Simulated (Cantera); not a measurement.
Charge: 1 mol SiC, 0.026 mol CO₂, 1.6 mol H₂, at 1750 °C and 47.0 Pa.

Method: chemical equilibrium by Gibbs-energy minimisation in Cantera with the NASA 1993 tables (ideal gas, pure condensed phases). Candidate condensed phases: C, C₆H₆, C₇H₈, C₈H₁₈, H₂O, Si, SiC, SiO₂; 123 gas species. Gases not in the tables: Si₂H₆ and higher silanes. Equilibrium is a limit: real reactors are often held back by kinetics, nucleation or transport.

Base state: H₂ 0.874, H 0.0819, CO 0.0288, Si 0.0131, SiO 0.000928, Si₂C 0.000394, C₂H₂ (acetylene) 0.000238, SiC₂ 0.000183 (mole fractions); condensed: SiC(s).

Q: What changes in the equilibrium state with this change: CO₂ from 0.026 to 1.2 mol?

A: 
```json
[
 {"species": "CO", "before": "0.0288", "after": "0.440"},
 {"species": "H₂", "before": "0.874", "after": "0.348"},
 {"species": "SiO", "before": "0.000928", "after": "0.120"},
 {"species": "Si", "before": "0.0131", "after": "0.0381"},
 {"species": "H", "before": "0.0819", "after": "0.0517"},
 {"species": "C₂H₂ (acetylene)", "before": "0.000238", "after": "1.12e-5"},
 {"species": "Si₂", "before": "1.55e-5", "after": "0.000131"},
 {"species": "SiC(s), mol", "before": "0.973", "after": "0.309"}
]
```
